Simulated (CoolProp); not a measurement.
The fluid at 191.76 K and 13.3 MPa (supercritical) is heated at constant pressure to 218.8 K. The same conditions are run with several fluids, on thermodynamics alone (safety and materials aside).

The numbers come from the reference Helmholtz-energy equation of state of each fluid (nitrogen: Span 2000; dry air: Lemmon 2000; methane: Setzmann 1991; carbon monoxide: Lemmon 2006; oxygen: Schmidt 1985) in CoolProp. Blends and air are pseudo-pure fits.

Rank nitrogen, dry air, methane, carbon monoxide, oxygen by heat (kJ/kg), highest first.

methane (125), oxygen (55.7), carbon monoxide (48.9), dry air (46.7), nitrogen (45.9)

```
fluid            final density (kg/m³)
---------------  ---------------------
nitrogen                           227
dry air                            244
methane                            239
carbon monoxide                    235
oxygen                             313
```
